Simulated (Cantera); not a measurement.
Gas mixture: 49.5 % N2, 50.5 % C3H8, at 7500 Torr, frozen composition.

Cantera's kinetic-theory transport with the Lennard-Jones parameters of GRI-Mech 3.0, ideal gas; thermal conductivity in the mixture-averaged form. The composition is frozen, though it would react at the higher temperatures.

One state of this run: ρ (kg/m³) = 3.62; cp (J/kg/K) = 3091; μ (µPa s) = 33.3; λ (mW/m/K) = 109; Pr = 0.943; D (cm²/s) O = 0.251; D (cm²/s) NH3 = 0.197; D (cm²/s) CH4 = 0.184. D: mixture-averaged diffusion coefficient of that species in the mixture.

Problem. Which value of T (K) does it belong to?
A. 600
B. 1600
C. 400
D. 1200

Solution. D, 1200
